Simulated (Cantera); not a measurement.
A Cantera script and its output.

```python
import numpy as np
import cantera as ct

gas = ct.Solution("SiF4_NH3_mec.yaml", "gas")
gas.TPX = 1675, 42000, {'NH3': 1, 'H2': 0.12}
inlet = ct.Reservoir(gas, clone=True)

reactor = ct.IdealGasConstPressureReactor(gas, energy="off", clone=False)
exhaust = ct.Reservoir(gas, clone=True)
tau = [20, 2.7, 0.38, 0.052, 0.0073, 0.001, 0.00014][0]
for a, b in ((inlet, reactor), (reactor, exhaust)):
    ct.MassFlowController(a, b, mdot=lambda t: reactor.mass / tau)
net = ct.ReactorNet([reactor])
show = ['NH3', 'H2', 'H', 'N', 'N2H4', 'NH']

rows = []
print(f"{'tau/s':>10s}{'T/K':>9s}" + "".join(f"{s:>11s}" for s in show))
for tau in [20, 2.7, 0.38, 0.052, 0.0073, 0.001, 0.00014]:
    net.initial_time = 0.0
    net.advance(30 * tau)
    before = gas.X
    net.advance(40 * tau)
    drift = np.max(np.abs(gas.X - before) / (gas.X + 1e-9))
    rows.append([gas.T, *gas[show].X, drift])
    print(f"{tau:10.3e}{gas.T:9.1f}" + "".join(f"{x:11.3e}" for x in gas[show].X))
```

Result:

```
     tau/s      T/K        NH3         H2          H          N       N2H4         NH
 2.000e+01   1675.0  1.808e-01  6.310e-01  8.041e-05  1.976e-08  1.542e-08  4.510e-07
 2.700e+00   1675.0  5.173e-01  3.834e-01  3.616e-05  2.105e-08  6.913e-08  6.858e-07
 3.800e-01   1675.0  8.037e-01  1.726e-01  1.411e-05  1.727e-08  1.250e-07  7.453e-07
 5.200e-02   1675.0  8.794e-01  1.169e-01  9.213e-06  1.456e-08  1.388e-07  7.221e-07
 7.300e-03   1675.0  8.910e-01  1.084e-01  7.886e-06  1.158e-08  1.214e-07  6.239e-07
 1.000e-03   1675.0  8.927e-01  1.072e-01  4.325e-06  2.371e-09  3.739e-08  2.043e-07
 1.400e-04   1675.0  8.928e-01  1.071e-01  7.405e-07  1.334e-11  1.053e-09  6.111e-09
```

Cantera simulation using the gas-phase N/H chemistry of the illustrative SiF4/NH3 mechanism in the Surface Chemkin manual (1991); the numbers are that mechanism's predictions, not measurements. Walls and surfaces, which speed up NH3 decomposition in real reactors, are not modelled.
